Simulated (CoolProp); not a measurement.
Properties of R123 at several states.

Computed with CoolProp (reference Helmholtz-energy equation of state, Younglove 1994). It is a modified Benedict-Webb-Rubin equation, recast in Helmholtz form.

```json
[
 {"T (K)": "391.4", "p (kPa)": "11.8", "phase": "gas", "density (kg/m³)": "0.5556", "cp (kJ/(kg K))": "0.7745", "expansivity (1/kK)": "2.572", "fugacity coefficient": "0.9981"},
 {"T (K)": "421.3", "p (kPa)": "18300", "phase": "liquid", "density (kg/m³)": "1226", "cp (kJ/(kg K))": "1.100", "expansivity (1/kK)": "2.049", "fugacity coefficient": "0.1537"},
 {"T (K)": "198", "p (kPa)": "31.9", "phase": "liquid", "density (kg/m³)": "1699", "cp (kJ/(kg K))": "0.9247", "expansivity (1/kK)": "1.310", "fugacity coefficient": "0.006446"}
]
```
